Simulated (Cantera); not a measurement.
What does this Cantera script print?

```python
import numpy as np
import cantera as ct

gas_names = """
    CL CLO CL2 H HCL HOCL HO2 H2 H2O H2O2 Mg MgCL MgCL2 MgH MgO MgOH MgO2H2 Mg2 O OH O2 O3 Si SiCL SiCL2
    SiCL3 SiCL4 SiH SiHCL3 SiH2 SiH2CL2 SiH3 SiH3CL SiH4 SiO SiO2 Si2 Si3
""".split()
cond_names = """
    H2O(s) H2O(L) Mg(cr) Mg(L) MgCL2(s) MgCL2(L) MgO(s) MgO(L) MgO2H2(s) MgSiO3(I) MgSiO3(II)
    MgSiO3(III) MgSiO3(L) Mg2SiO4(s) Mg2SiO4(L) Si(cr) Si(L) SiO2(Lqz) SiO2(hqz) SiO2(L)
""".split()


def load(file, names, dense=False):
    # The tables refer to 1 bar. Condensed volumes are neglected.
    table = {s.name: s for s in ct.Species.list_from_file(file)}
    out = []
    for n in names:
        d = dict(table[n].input_data)
        d["thermo"] = dict(d["thermo"], **{"reference-pressure": 1e5})
        if dense:
            d["equation-of-state"] = {"model": "constant-volume", "density": "1e6 g/cm^3"}
        out.append(ct.Species.from_dict(d))
    return out


gas = ct.Solution(thermo="ideal-gas", species=load("nasa_gas.yaml", gas_names))
cond = {s.name: ct.Solution(thermo="fixed-stoichiometry", species=[s], name=s.name)
        for s in load("nasa_condensed.yaml", cond_names, dense=True)}
atoms = {
    'MgO': {'Mg': 1, 'O': 1},
    'HCl': {'H': 1, 'CL': 1},
    'O2': {'O': 2},
    'SiCl4': {'Si': 1, 'CL': 4},
}
top_T = {}  # K; cautious upper limits of use, not melting points


def equilibrate(T, P, feed):
    n = {}
    for name, mol in feed.items():
        for a, k in atoms[name].items():
            n[a] = n.get(a, 0.0) + k * mol
    gas.TPX = T, P, n
    mass = sum(n.values()) * gas.mean_molecular_weight
    gas.equilibrate("TP")
    valid = [c for c in cond.values() if c.min_temp <= T <= top_T.get(c.name, c.max_temp)]
    mix = ct.Mixture([(gas, mass / gas.mean_molecular_weight)] + [(c, 0.0) for c in valid])
    mix.T, mix.P = T, P
    mix.equilibrate("TP", solver="vcs", rtol=1e-11, max_steps=5000)
    return mix


results = []
feed = {'MgO': 1, 'HCl': 25, 'O2': 0.22, 'SiCl4': 3.6}  # mol
P = 9900  # Pa
for T in [1048, 1073, 1098, 1123, 1148, 1173, 1198, 1223, 1248, 1273]:
    mix = equilibrate(T, P, feed)
    results.append((T, P, feed, dict(zip(mix.species_names, mix.species_moles))))

top = {s: max(r[3][s] / sum(r[3][g] for g in gas_names) for r in results) for s in gas_names}
cols = sorted((s for s in top if top[s] > 1e-06), key=lambda s: -top[s])[:5]
seen = [c for c in cond_names if any(r[3].get(c, 0) > 1e-12 for r in results)]
print("log10 of partial pressures in bar; condensed amounts in mol")
print(f"{'T/K':>10s}" + "".join(f"{s[:9]:>10s}" for s in cols + seen))
for T, P, feed, n in results:
    ng = sum(n[g] for g in gas_names)
    print(f"{T:10.4g}" + "".join(f"{np.log10(max(n[s] / ng * P / 1e5, 1e-99)):10.3f}" for s in cols)
          + "".join(f"{n.get(c, 0):10.4g}" for c in seen))
```

It prints:

```
log10 of partial pressures in bar; condensed amounts in mol
       T/K       HCL     SiCL4     MgCL2       CL2        CL  MgCL2(L) SiO2(hqz)
      1048    -1.061    -2.000    -3.262    -2.820    -4.523    0.8427      0.72
      1073    -1.063    -2.001    -3.041    -2.823    -4.380    0.7372      0.72
      1098    -1.065    -2.004    -2.831    -2.828    -4.244     0.571      0.72
      1123    -1.069    -2.008    -2.631    -2.835    -4.116    0.3138    0.7199
      1148    -1.074    -2.012    -2.472    -2.843    -3.994         0    0.7199
      1173    -1.074    -2.012    -2.472    -2.848    -3.875         0    0.7199
      1198    -1.074    -2.013    -2.472    -2.855    -3.762         0    0.7199
      1223    -1.074    -2.013    -2.472    -2.862    -3.654         0    0.7199
      1248    -1.074    -2.013    -2.472    -2.872    -3.552         0    0.7199
      1273    -1.074    -2.013    -2.472    -2.883    -3.455         0    0.7199
```

Equilibrium computed with Cantera from the NASA thermochemical tables; the gas is ideal and each condensed phase is pure. Mutual solubility and eutectic melting of coexisting phases are not modelled. The tables hold silica as quartz up to 1696 K and as liquid above; real silica turns to tridymite and cristobalite and melts near 1996 K. Condensed phases not in the tables: alloys, solid solutions and most ternary compounds.
